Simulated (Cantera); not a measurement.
**SiF4 + O3 + H2 (silicon oxide and oxynitride deposition)**

Charge: 1 mol SiF4, 0.5 mol O3, a varied amount of H2, held at 1150 °C and 100 Torr.

Equilibrium computed with Cantera from the NASA thermochemical tables; the gas is ideal and each condensed phase is pure. Candidate condensed phases: H2O, Si, SiO2; 38 gas species. The tables' values for SiF3 are old estimates; treat these amounts as uncertain. The tables hold silica as quartz up to 1696 K and as liquid above; real silica turns to tridymite and cristobalite and melts near 1996 K. Gases not in the tables: Si(OH)4. The numbers say what is thermodynamically allowed, not how fast it happens.

| n(H2) (mol) | x H2 | x HF | x SiF4 | x H2O | x SiF3 | x SiHF3 | x O2 | n SiO2(β-quartz) |
|---|---|---|---|---|---|---|---|---|
| 1.5 | 5.11e-5 | 0.705 | 0.153 | 0.142 | 4.67e-7 | 3.04e-9 | 2.37e-5 | 0.535 |
| 1.7 | 0.0617 | 0.665 | 0.143 | 0.131 | 1.60e-5 | 3.63e-6 | 1.38e-11 | 0.538 |
| 2 | 0.141 | 0.613 | 0.129 | 0.117 | 2.37e-5 | 8.14e-6 | 2.11e-12 | 0.543 |
| 2.4 | 0.228 | 0.556 | 0.114 | 0.102 | 2.95e-5 | 1.28e-5 | <1e-12 | 0.549 |
| 2.8 | 0.299 | 0.509 | 0.102 | 0.0902 | 3.31e-5 | 1.65e-5 | <1e-12 | 0.554 |
| 3.2 | 0.357 | 0.469 | 0.0928 | 0.0807 | 3.55e-5 | 1.94e-5 | <1e-12 | 0.558 |
| 3.8 | 0.429 | 0.421 | 0.0812 | 0.0693 | 3.80e-5 | 2.27e-5 | <1e-12 | 0.564 |
| 4.4 | 0.486 | 0.382 | 0.0721 | 0.0605 | 3.95e-5 | 2.52e-5 | <1e-12 | 0.569 |
| 5.2 | 0.546 | 0.340 | 0.0626 | 0.0515 | 4.09e-5 | 2.76e-5 | <1e-12 | 0.575 |
| 6 | 0.594 | 0.307 | 0.0552 | 0.0446 | 4.17e-5 | 2.93e-5 | <1e-12 | 0.581 |
| 7 | 0.640 | 0.273 | 0.0481 | 0.0381 | 4.23e-5 | 3.09e-5 | <1e-12 | 0.587 |
| 8.2 | 0.684 | 0.242 | 0.0415 | 0.0321 | 4.26e-5 | 3.22e-5 | <1e-12 | 0.593 |
| 9.6 | 0.723 | 0.214 | 0.0358 | 0.0270 | 4.27e-5 | 3.31e-5 | <1e-12 | 0.599 |
x: gas mole fraction; n: condensed amount in mol.

From 1.5 mol H2 to 9.6 mol H2 the condensed part is SiO2(β-quartz). The share of Si in condensed phases is highest at 9.6 mol H2 (59.9 %) and lowest at 1.5 mol H2 (53.5 %).
